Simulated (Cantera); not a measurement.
Charge: 1 mol AlN, 2.1 mol HCl, 0.73 mol N2, at 2050 K and 1.33 mbar.

Method: chemical equilibrium by Gibbs-energy minimisation in Cantera with the NASA 1993 tables (ideal gas, pure condensed phases). Candidate condensed phases: Al, AlCl3, AlN, NH4Cl; 20 gas species. The tables' values for AlCl2 are old estimates; treat these amounts as uncertain. Kinetics and transport are ignored.

Base state: N2 0.317, AlCl 0.236, HCl 0.232, H2 0.143, Cl 0.0282, H 0.0235, AlCl2 0.0184, AlCl3 0.00254 (mole fractions); condensed: gas only.

What changes in the equilibrium state with this change: temperature from 2050 K to 1198 K?


| species | before | after |
|---|---|---|
| N2 | 0.317 | 0.362 |
| H2 | 0.143 | 0.313 |
| AlCl3 | 0.00254 | 0.208 |
| AlCl | 0.236 | 0.000145 |
| Cl | 0.0282 | 9.37e-7 |
| H | 0.0235 | 2.91e-6 |
| AlCl2 | 0.0184 | 0.000960 |
| HCl | 0.232 | 0.116 |
| Al | 0.000487 | <1e-9 |
| AlN(s), mol | 0 | 0.408 |
